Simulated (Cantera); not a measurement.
Cantera run:

```python
import numpy as np
import cantera as ct

gas_names = """
    AL ALCL ALCL2 ALCL3 ALH AL2 AL2CL6 CL CL2 H HCL H2
""".split()
cond_names = """
    AL(cr) AL(L) ALCL3(s) ALCL3(L)
""".split()


def load(file, names, dense=False):
    # The tables refer to 1 bar. Condensed volumes are neglected.
    table = {s.name: s for s in ct.Species.list_from_file(file)}
    out = []
    for n in names:
        d = dict(table[n].input_data)
        d["thermo"] = dict(d["thermo"], **{"reference-pressure": 1e5})
        if dense:
            d["equation-of-state"] = {"model": "constant-volume", "density": "1e6 g/cm^3"}
        out.append(ct.Species.from_dict(d))
    return out


gas = ct.Solution(thermo="ideal-gas", species=load("nasa_gas.yaml", gas_names))
cond = {s.name: ct.Solution(thermo="fixed-stoichiometry", species=[s], name=s.name)
        for s in load("nasa_condensed.yaml", cond_names, dense=True)}
atoms = {
    'Al': {'AL': 1},
    'HCl': {'H': 1, 'CL': 1},
    'H2': {'H': 2},
}
top_T = {}  # K; cautious upper limits of use, not melting points


def equilibrate(T, P, feed):
    n = {}
    for name, mol in feed.items():
        for a, k in atoms[name].items():
            n[a] = n.get(a, 0.0) + k * mol
    gas.TPX = T, P, n
    mass = sum(n.values()) * gas.mean_molecular_weight
    gas.equilibrate("TP")
    valid = [c for c in cond.values() if c.min_temp <= T <= top_T.get(c.name, c.max_temp)]
    mix = ct.Mixture([(gas, mass / gas.mean_molecular_weight)] + [(c, 0.0) for c in valid])
    mix.T, mix.P = T, P
    mix.equilibrate("TP", solver="vcs", rtol=1e-11, max_steps=5000)
    return mix


results = []
feed = {'Al': 1, 'HCl': 0.58, 'H2': 380}  # mol
T = 2050  # K
P = 10  # Pa
mix = equilibrate(T, P, feed)
results.append((T, P, feed, dict(zip(mix.species_names, mix.species_moles))))
print(gas.report(threshold=1e-06))
for i in range(1, mix.n_phases):
    print(f"{mix.phase(i).name:16s} {mix.phase_moles(i):12.5e} mol")
```

Output:

```
       temperature   2050 K
          pressure   10 Pa
           density   1.1255e-06 kg/m^3
  mean mol. weight   1.9183 kg/kmol
   phase of matter   gas

                          1 kg             1 kmol
                     ---------------   ---------------
          enthalpy        4.9847e+07        9.5621e+07  J
   internal energy        4.0961e+07        7.8576e+07  J
           entropy        1.3732e+05        2.6343e+05  J/K
    Gibbs function       -2.3167e+08       -4.4441e+08  J
 heat capacity c_p             16468             31591  J/K
 heat capacity c_v             12134             23276  J/K

                      mass frac. Y      mole frac. X     chem. pot. / RT
                     ---------------   ---------------   ---------------
                AL          0.027586         0.0019613           -18.602
              ALCL          0.012704        0.00039035           -52.226
               ALH         6.408e-05        4.3918e-06           -33.102
                CL         0.0028597        0.00015475           -33.624
                 H           0.10625           0.20221             -14.5
               HCL          0.015611        0.00082138           -48.124
                H2           0.83492           0.79446               -29
     [   +5 minor]        6.4254e-07        1.2634e-08

AL(L)             0.00000e+00 mol
ALCL3(L)          0.00000e+00 mol
```

Method: chemical equilibrium by Gibbs-energy minimisation in Cantera with the NASA 1993 tables (ideal gas, pure condensed phases).
